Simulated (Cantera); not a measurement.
Cantera run, input and output.

```python
import numpy as np
import cantera as ct

gas = ct.Solution("gri30.yaml")
gas.TPX = 2098, 200000, {'NO': 1, 'N2': 2.8}
inlet = ct.Reservoir(gas, clone=True)

reactor = ct.IdealGasConstPressureReactor(gas, energy="off", clone=False)
exhaust = ct.Reservoir(gas, clone=True)
tau = [5.6, 2.5, 1.1, 0.47, 0.21, 0.09, 0.039, 0.017, 0.0075, 0.0033, 0.0014][0]
for a, b in ((inlet, reactor), (reactor, exhaust)):
    ct.MassFlowController(a, b, mdot=lambda t: reactor.mass / tau)
net = ct.ReactorNet([reactor])
show = ['NO', 'O2', 'N2', 'O', 'NO2']

rows = []
print(f"{'tau/s':>10s}{'T/K':>9s}" + "".join(f"{s:>11s}" for s in show))
for tau in [5.6, 2.5, 1.1, 0.47, 0.21, 0.09, 0.039, 0.017, 0.0075, 0.0033, 0.0014]:
    net.initial_time = 0.0
    net.advance(30 * tau)
    before = gas.X
    net.advance(40 * tau)
    drift = np.max(np.abs(gas.X - before) / (gas.X + 1e-9))
    rows.append([gas.T, *gas[show].X, drift])
    print(f"{tau:10.3e}{gas.T:9.1f}" + "".join(f"{x:11.3e}" for x in gas[show].X))
```

Result:

```
     tau/s      T/K         NO         O2         N2          O        NO2
 5.600e+00   2098.0  2.397e-02  1.194e-01  8.563e-01  3.377e-04  3.769e-05
 2.500e+00   2098.0  3.818e-02  1.122e-01  8.492e-01  3.280e-04  5.828e-05
 1.100e+00   2098.0  6.326e-02  9.969e-02  8.367e-01  3.102e-04  9.120e-05
 4.700e-01   2098.0  1.038e-01  7.939e-02  8.164e-01  2.791e-04  1.343e-04
 2.100e-01   2098.0  1.522e-01  5.519e-02  7.922e-01  2.365e-04  1.662e-04
 9.000e-02   2098.0  2.001e-01  3.128e-02  7.683e-01  1.849e-04  1.696e-04
 3.900e-02   2098.0  2.323e-01  1.522e-02  7.522e-01  1.397e-04  1.474e-04
 1.700e-02   2098.0  2.492e-01  6.796e-03  7.438e-01  1.084e-04  1.214e-04
 7.500e-03   2098.0  2.569e-01  2.945e-03  7.399e-01  8.990e-05  1.029e-04
 3.300e-03   2098.0  2.604e-01  1.233e-03  7.382e-01  7.893e-05  9.096e-05
 1.400e-03   2098.0  2.620e-01  4.656e-04  7.374e-01  7.010e-05  8.074e-05
```

Model: GRI-Mech 3.0 (53 species, 325 reactions), integrated in Cantera.
